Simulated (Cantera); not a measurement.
Reactions in the system B-F-O

Cantera with NASA thermochemical tables; ideal gases at 1 bar, condensed phases pure. Values are per mole of reaction as written; species without (g) are pure solids or liquids, kept so even where they would boil at 1 bar.

B2O2(g) + 6 F(g) = 2 BF3(g) + O2(g)

```
T (K)  ΔH° (kJ)  ΔS° (J/K)  ΔG° (kJ)  log10 K
-----  --------  ---------  --------  -------
300     -2291.7     -481.6   -2147.2   373.85
500     -2302.2     -509.0   -2047.7   213.92
575     -2305.2     -514.5   -2009.3   182.53
650     -2307.7     -518.6   -1970.6   158.35
725     -2309.9     -521.8   -1931.6   139.16
800     -2311.8     -524.4   -1892.3   123.55
875     -2313.6     -526.5   -1852.9   110.61
950     -2315.2     -528.2   -1813.4    99.70
```

2 B3O3F3(g) = 3 B2O2(g) + 6 F(g)

| T (K) | ΔH° (kJ) | ΔS° (J/K) | ΔG° (kJ) | log10 K |
|---|---|---|---|---|
| 300 | 3838.7 | 995.9 | 3539.9 | -616.34 |
| 500 | 3849.2 | 1023.8 | 3337.3 | -348.63 |
| 575 | 3850.9 | 1027.1 | 3260.3 | -296.17 |
| 650 | 3851.8 | 1028.5 | 3183.2 | -255.80 |
| 725 | 3852.0 | 1028.9 | 3106.1 | -223.78 |
| 800 | 3851.8 | 1028.6 | 3028.9 | -197.76 |
| 875 | 3851.2 | 1027.9 | 2951.8 | -176.21 |
| 950 | 3850.4 | 1027.0 | 2874.7 | -158.06 |

3 B2O3(g) + 6 F(g) = O3(g) + 2 B3O3F3(g)

```csv
T (K),ΔH° (kJ),ΔS° (J/K),ΔG° (kJ),log10 K
300,-2557.0,-880.4,-2292.9,399.23
500,-2565.9,-903.9,-2113.9,220.84
575,-2567.2,-906.3,-2046.0,185.86
650,-2567.6,-907.1,-1978.0,158.95
725,-2567.5,-907.0,-1910.0,137.61
800,-2567.0,-906.3,-1842.0,120.27
875,-2566.2,-905.3,-1774.0,105.90
950,-2565.2,-904.2,-1706.2,93.81
```
